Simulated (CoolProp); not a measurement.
Dimethyl carbonate along the isobar 25.2 MPa: density (kg/m³) from the reference equation and from simpler models built on Tc = 557.0 K, pc = 4.909 MPa, ω = 0.346; each cubic takes its own stable root.

Values from CoolProp's reference Helmholtz-energy equation of state, Zhou 2011.

| T (K) | phase | reference |
|---|---|---|
| 402.8 | liquid | 958.6 |
| 424.7 | liquid | 931.2 |
| 446.6 | liquid | 903.2 |
| 468.5 | liquid | 874.5 |
| 490.4 | liquid | 845.1 |
| 512.4 | liquid | 814.6 |
| 534.3 | liquid | 783.1 |
| 556.2 | liquid | 750.2 |
| 578.1 | supercritical | 715.5 |
| 600 | supercritical | 679.0 |

**Question.** How far does each simpler model (van der Waals, Redlich-Kwong, Soave-Redlich-Kwong, Peng-Robinson) lie from the reference over these 10 states: mean and median of the absolute difference, and the worst?

**Answer.** 
- van der Waals: mean 32.1 %, median 32.7 %, worst -36.9 % at 402.8 K and 25.2 MPa
- Redlich-Kwong: mean 10.3 %, median 10.6 %, worst -11.9 % at 402.8 K and 25.2 MPa
- Soave-Redlich-Kwong: mean 9.1 %, median 9.1 %, worst -9.6 % at 600 K and 25.2 MPa
- Peng-Robinson: mean 1.6 %, median 1.9 %, worst +2.4 % at 446.6 K and 25.2 MPa
